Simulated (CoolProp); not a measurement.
C3F8 (R218) at several states: Z from the reference equation and from simpler models built on Tc = 71.9 °C, pc = 26.40 bar, ω = 0.317; each cubic takes its own stable root.

Model: reference Helmholtz-energy equation of state, Lemmon 2006, in CoolProp. It is a short technical equation, of lower accuracy than the large ones.

```
T (°C)   p (bar)          phase  reference
-------  -------  -------------  ---------
-100.85      120         liquid     0.8433
130.05      5.39            gas     0.9610
20.85       1.29            gas     0.9712
113.35      71.6  supercritical     0.4819
49.65       54.3         liquid     0.3021
```

Q: How far does each simpler model (van der Waals, Soave-Redlich-Kwong, Peng-Robinson) lie from the reference over these 5 states: mean and median of the absolute difference, and the worst?

A: 
- van der Waals: mean 23.5 %, median 15.3 %, worst +56.9 % at -100.85 °C and 120 bar
- Soave-Redlich-Kwong: mean 5.2 %, median 6.0 %, worst +11.7 % at 113.35 °C and 71.6 bar
- Peng-Robinson: mean 2.6 %, median 3.0 %, worst -5.5 % at -100.85 °C and 120 bar
